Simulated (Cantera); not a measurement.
Cantera with NASA thermochemical tables; ideal gases at 1 bar, condensed phases pure. Values are per mole of reaction as written; species without (g) are pure solids or liquids, kept so even where they would boil at 1 bar.

Cl2(g) + CaF2 ⇌ F2(g) + CaCl2

```
T (K)  ΔH° (kJ)  ΔS° (J/K)  ΔG° (kJ)  log10 K
-----  --------  ---------  --------  -------
1050        ___        ___       ___      ___
1200      458.1       41.9     407.8   -17.75
1350        ___        ___       ___      ___
1500      452.3       37.9     395.5   -13.77
1650        ___        ___       ___      ___
```

Question: Some entries are withheld; supply them.

Answer: 
- 1050, ΔH° (kJ): 456.8
- 1050, ΔS° (J/K): 40.8
- 1050, ΔG° (kJ): 414.0
- 1050, log10 K: -20.60
- 1350, ΔH° (kJ): 458.6
- 1350, ΔS° (J/K): 42.3
- 1350, ΔG° (kJ): 401.5
- 1350, log10 K: -15.54
- 1650, ΔH° (kJ): 449.2
- 1650, ΔS° (J/K): 35.9
- 1650, ΔG° (kJ): 389.9
- 1650, log10 K: -12.34
